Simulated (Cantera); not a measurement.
Charge: 1 mol Pb, 0.34 mol O2, 4.6 mol CO, equilibrated at 0.100 bar.

Cantera equilibrium calculation (NASA polynomials, part measured and part estimated; ideal gas, pure solids and liquids). Candidate condensed phases: C, Pb, PbO, PbO2, Pb3O4; 15 gas species. Equilibrium is a limit: real reactors are often held back by kinetics, nucleation or transport.

Q: Which condensed phases are stable at each of these points (T (K)): 823, 873, 923, 973, 1023, 1073, 1123, 1173, 1223, 1273, 1323?

A: 
| T (K) | condensed phases | Pb condensed (%) |
|---|---|---|
| 823 | C(graphite) + Pb(l) | 100.0 |
| 873 | C(graphite) + Pb(l) | 100.0 |
| 923 | C(graphite) + Pb(l) | 100.0 |
| 973 | Pb(l) | 100.0 |
| 1023 | Pb(l) | 99.9 |
| 1073 | Pb(l) | 99.7 |
| 1123 | Pb(l) | 99.2 |
| 1173 | Pb(l) | 98.1 |
| 1223 | Pb(l) | 95.8 |
| 1273 | Pb(l) | 91.4 |
| 1323 | Pb(l) | 83.2 |

From 823 K to 923 K the condensed part is C(graphite) + Pb(l). From 973 K to 1323 K the condensed part is Pb(l).
